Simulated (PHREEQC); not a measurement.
Solution (5 °C): 0.002 mol/kgw Ni(NO3)2, 0.00035 mol/kgw H3BO3 and 0.1 mol/kgw H2SO4. Closed to the air; pH follows from the charge balance.

Model: ion-association model, wateq4f.dat, run in PHREEQC.

Each row changes one thing in this solution. No solid was allowed to form.

```json
[
 {"case": "as made", "pH": "0.99", "ionic strength (mol/kgw)": "0.155", "HSO4- (mol/kgw)": "0.0741", "SO4-2 (mol/kgw)": "0.0253", "Ni+2 (mol/kgw)": "0.00138", "NiSO4 (mol/kgw)": "0.000616", "SI of Morenosite (NiSO4:7H2O)": "-2.90"},
 {"case": "diluted 2-fold with water", "pH": "1.25", "ionic strength (mol/kgw)": "0.0870", "HSO4- (mol/kgw)": "0.0324", "SO4-2 (mol/kgw)": "0.0173", "Ni+2 (mol/kgw)": "?", "NiSO4 (mol/kgw)": "0.000305", "SI of Morenosite (NiSO4:7H2O)": "-3.21"},
 {"case": "H3BO3 left out", "pH": "0.99", "ionic strength (mol/kgw)": "0.155", "HSO4- (mol/kgw)": "0.0741", "SO4-2 (mol/kgw)": "0.0253", "Ni+2 (mol/kgw)": "0.00138", "NiSO4 (mol/kgw)": "0.000616", "SI of Morenosite (NiSO4:7H2O)": "-2.90"},
 {"case": "H3BO3 replaced by Na2B4O7 at the same molality", "pH": "0.99", "ionic strength (mol/kgw)": "0.155", "HSO4- (mol/kgw)": "0.0740", "SO4-2 (mol/kgw)": "0.0254", "Ni+2 (mol/kgw)": "0.00138", "NiSO4 (mol/kgw)": "0.000618", "SI of Morenosite (NiSO4:7H2O)": "-2.90"},
 {"case": "0.021 mol/kgw CdSO4 added", "pH": "1.01", "ionic strength (mol/kgw)": "0.190", "HSO4- (mol/kgw)": "0.0781", "SO4-2 (mol/kgw)": "0.0293", "Ni+2 (mol/kgw)": "0.00137", "NiSO4 (mol/kgw)": "0.000625", "SI of Morenosite (NiSO4:7H2O)": "-2.89"},
 {"case": "Ni(NO3)2 replaced by NiSO4 at the same molality", "pH": "0.99", "ionic strength (mol/kgw)": "0.155", "HSO4- (mol/kgw)": "0.0754", "SO4-2 (mol/kgw)": "?", "Ni+2 (mol/kgw)": "0.00137", "NiSO4 (mol/kgw)": "0.000629", "SI of Morenosite (NiSO4:7H2O)": "-2.89"},
 {"case": "temperature from 5 to 25 °C", "pH": "1.01", "ionic strength (mol/kgw)": "0.143", "HSO4- (mol/kgw)": "0.0801", "SO4-2 (mol/kgw)": "0.0193", "Ni+2 (mol/kgw)": "?", "NiSO4 (mol/kgw)": "0.000576", "SI of Morenosite (NiSO4:7H2O)": "-3.17"},
 {"case": "H3BO3 from 0.00035 to 0.000315 mol/kgw", "pH": "0.99", "ionic strength (mol/kgw)": "0.155", "HSO4- (mol/kgw)": "0.0741", "SO4-2 (mol/kgw)": "0.0253", "Ni+2 (mol/kgw)": "0.00138", "NiSO4 (mol/kgw)": "0.000616", "SI of Morenosite (NiSO4:7H2O)": "-2.90"}
]
```

Task: Complete the blanks.

Result: 
- diluted 2-fold with water, Ni+2 (mol/kgw): 0.000694
- Ni(NO3)2 replaced by NiSO4 at the same molality, SO4-2 (mol/kgw): 0.0260
- temperature from 5 to 25 °C, Ni+2 (mol/kgw): 0.00142

Constants without temperature data keep their 25 °C values here.
